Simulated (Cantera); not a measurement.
What does this Cantera script print?

```python
import numpy as np
import cantera as ct

gas = ct.Solution("gri30.yaml")
gas.TPX = 1500, 101325, {'CH4': 0.0047, 'O2': 0.027, 'N2': 1}
reactor = ct.IdealGasConstPressureReactor(gas, energy="off", clone=False)
net = ct.ReactorNet([reactor])
net.rtol, net.atol = 1e-08, 1e-18
show = ['CH4', 'O2', 'CH2CO', 'N2O', 'NO', 'HO2', 'O']
times = np.geomspace(0.0004, 200, 13)

steps = ct.SolutionArray(gas, extra=["t"])
rows = []
print(f"{'t/s':>10s}{'T/K':>9s}{'P/Pa':>11s}" + "".join(f"{s:>11s}" for s in show))
for t in times:
    while net.time < t:
        t_next = net.step()
        steps.append(gas.state, t=t_next)
    rows.append([np.interp(t, steps.t, y) for y in (steps.T, steps.P, *steps(*show).X.T)])
    print(f"{t:10.3e}{rows[-1][0]:9.1f}{rows[-1][1]:11.4g}" + "".join(f"{x:11.3e}" for x in rows[-1][2:]))
rate = np.gradient(steps.T, steps.t)
print("integrator steps:", len(steps.t))
if steps.T.max() > steps.T[0] + 200:
    print(f"time of steepest temperature rise: {steps.t[rate.argmax()]:.4e} s")
gas.TPX = 1500, 101325, {'CH4': 0.0047, 'O2': 0.027, 'N2': 1}
gas.equilibrate("TP")
print(f"equilibrium (TP): T = {gas.T:.1f} K  " + "  ".join(f"{s} {gas[s].X[0]:.3e}" for s in show))
```

It prints:

```
       t/s      T/K       P/Pa        CH4         O2      CH2CO        N2O         NO        HO2          O
 4.000e-04   1500.0  1.013e+05  4.553e-03  2.617e-02  1.416e-13  2.383e-11  6.873e-14  1.286e-07  1.514e-08
 1.194e-03   1500.0  1.013e+05  4.540e-03  2.616e-02  6.489e-11  1.280e-10  4.850e-13  1.880e-07  4.810e-08
 3.564e-03   1500.0  1.013e+05  4.270e-03  2.601e-02  2.362e-07  1.491e-09  1.384e-11  1.268e-06  6.937e-07
 1.064e-02   1500.0  1.013e+05 -1.805e-21  1.704e-02  8.710e-23  7.011e-07  1.807e-06  5.659e-07  5.887e-05
 3.175e-02   1500.0  1.013e+05  7.908e-20  1.705e-02  3.162e-23  5.655e-07  1.874e-06  5.716e-08  5.062e-06
 9.476e-02   1500.0  1.013e+05 -1.826e-19  1.705e-02  6.320e-25  1.542e-07  1.889e-06  1.389e-08  1.108e-06
 2.828e-01   1500.0  1.013e+05 -7.483e-20  1.705e-02 -1.083e-29  2.977e-08  1.894e-06  9.152e-09  5.590e-07
 8.442e-01   1500.0  1.013e+05  2.035e-23  1.705e-02 -6.963e-31  2.656e-08  1.901e-06  8.937e-09  5.294e-07
 2.520e+00   1500.0  1.013e+05  7.444e-29  1.705e-02 -2.784e-33  2.656e-08  1.921e-06  8.937e-09  5.294e-07
 7.521e+00   1500.0  1.013e+05 -6.077e-31  1.705e-02 -5.666e-34  2.656e-08  1.981e-06  8.937e-09  5.294e-07
 2.245e+01   1500.0  1.013e+05  3.518e-31  1.705e-02  9.290e-35  2.656e-08  2.161e-06  8.937e-09  5.294e-07
 6.701e+01   1500.0  1.013e+05  5.534e-31  1.705e-02  1.942e-34  2.656e-08  2.697e-06  8.936e-09  5.294e-07
 2.000e+02   1500.0  1.013e+05  1.148e-31  1.705e-02  2.062e-36  2.656e-08  4.297e-06  8.936e-09  5.294e-07
integrator steps: 2150
equilibrium (TP): T = 1500.0 K  CH4 1.948e-31  O2 1.686e-02  CH2CO 4.737e-36  N2O 2.645e-08  NO 3.864e-04  HO2 8.861e-09  O 5.264e-07
```

Detailed kinetics in Cantera: GRI-Mech 3.0 (53 species, 325 reactions).
